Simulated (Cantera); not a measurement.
Feed: 1 mol B2O3, 0.95 mol NF3, 47 mol H2, held at 0.390 bar.

These are equilibrium values from Cantera (NASA tables, ideal gas, pure condensed phases), not measurements of a reactor. Candidate condensed phases: B, BN, B2O3, B3O3H3, H2O; 62 gas species. The tables' values for BF2 are old estimates; treat these amounts as uncertain. Gases not in the tables: H3BO3. The numbers say what is thermodynamically allowed, not how fast it happens.

x: gas mole fraction; n: condensed amount in mol.

```json
[
 {"T (K)": "1450", "x H2": "0.926", "x BOF": "0.0156", "x HF": "0.0257", "x H2O": "0.0147", "x N2": "0.00965", "n B2O3(l)": "___"},
 {"T (K)": "1475", "x H2": "0.923", "x BOF": "0.0190", "x HF": "0.0250", "x H2O": "0.0146", "x N2": "0.00962", "n B2O3(l)": "___"},
 {"T (K)": "1500", "x H2": "0.921", "x BOF": "0.0226", "x HF": "0.0240", "x H2O": "0.0146", "x N2": "0.00960", "n B2O3(l)": "___"},
 {"T (K)": "1525", "x H2": "0.918", "x BOF": "0.0262", "x HF": "0.0227", "x H2O": "0.0146", "x N2": "0.00957", "n B2O3(l)": "___"},
 {"T (K)": "1550", "x H2": "0.915", "x BOF": "0.0297", "x HF": "0.0212", "x H2O": "0.0146", "x N2": "0.00954", "n B2O3(l)": "0"},
 {"T (K)": "1575", "x H2": "0.914", "x BOF": "0.0304", "x HF": "0.0218", "x H2O": "0.0144", "x N2": "0.00954", "n B2O3(l)": "0"},
 {"T (K)": "1600", "x H2": "0.914", "x BOF": "0.0309", "x HF": "0.0224", "x H2O": "0.0142", "x N2": "0.00953", "n B2O3(l)": "0"},
 {"T (K)": "1625", "x H2": "0.914", "x BOF": "0.0312", "x HF": "0.0228", "x H2O": "0.0140", "x N2": "0.00953", "n B2O3(l)": "0"}
]
```

### Question
Fill in the missing entries.

### Answer

- 1450, n B2O3(l): 0.368
- 1475, n B2O3(l): 0.291
- 1500, n B2O3(l): 0.203
- 1525, n B2O3(l): 0.104
